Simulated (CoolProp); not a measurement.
R1224YDZ at 293.15 K and 0.294 MPa is throttled through a valve to 0.158 MPa with no heat exchange. Each further row changes one setting.

Computed with CoolProp (reference Helmholtz-energy equation of state, Akasaka 2023).

```tsv
case	temperature change (K)	final phase	final density (kg/m³)
as stated	+0.0	liquid	1370
outlet pressure 0.0474 MPa	-23.4	two-phase, vapour fraction 0.147	21.7
outlet pressure 0.205 MPa	+0.0	liquid	1370
```
